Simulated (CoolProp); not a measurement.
Vapour-liquid equilibrium of m-xylene (1) + n-decane (2) at 1.33 MPa; x and y are mole fractions of (1).

The numbers come from the multi-fluid Helmholtz-energy mixture model, Zhou 2012 and Lemmon 2006; pair parameters Bell 2016 in CoolProp.

```json
[
 {"x": "0.05", "bubble temperature (K)": "582.2", "y at the bubble point": "0.067", "dew temperature at overall composition x (K)": "582.8", "liquid density (mol/L)": "3.077"},
 {"x": "0.15", "bubble temperature (K)": "577.4", "y at the bubble point": "0.196", "dew temperature at overall composition x (K)": "579.1", "liquid density (mol/L)": "3.275"},
 {"x": "0.25", "bubble temperature (K)": "572.8", "y at the bubble point": "0.318", "dew temperature at overall composition x (K)": "575.3", "liquid density (mol/L)": "3.484"},
 {"x": "0.35", "bubble temperature (K)": "568.3", "y at the bubble point": "0.432", "dew temperature at overall composition x (K)": "571.5", "liquid density (mol/L)": "3.704"},
 {"x": "0.45", "bubble temperature (K)": "564.0", "y at the bubble point": "0.539", "dew temperature at overall composition x (K)": "567.6", "liquid density (mol/L)": "3.939"},
 {"x": "0.55", "bubble temperature (K)": "559.9", "y at the bubble point": "0.639", "dew temperature at overall composition x (K)": "563.6", "liquid density (mol/L)": "4.190"},
 {"x": "0.65", "bubble temperature (K)": "555.9", "y at the bubble point": "0.731", "dew temperature at overall composition x (K)": "559.4", "liquid density (mol/L)": "4.460"},
 {"x": "0.75", "bubble temperature (K)": "552.0", "y at the bubble point": "0.817", "dew temperature at overall composition x (K)": "555.0", "liquid density (mol/L)": "4.752"},
 {"x": "0.85", "bubble temperature (K)": "548.2", "y at the bubble point": "0.895", "dew temperature at overall composition x (K)": "550.4", "liquid density (mol/L)": "5.068"},
 {"x": "0.95", "bubble temperature (K)": "544.5", "y at the bubble point": "0.967", "dew temperature at overall composition x (K)": "545.4", "liquid density (mol/L)": "5.413"}
]
```

No azeotrope shows between x = 0.05 and 0.95.

Pair parameters are fitted to limited data, so mixtures are less certain than the pure fluids.
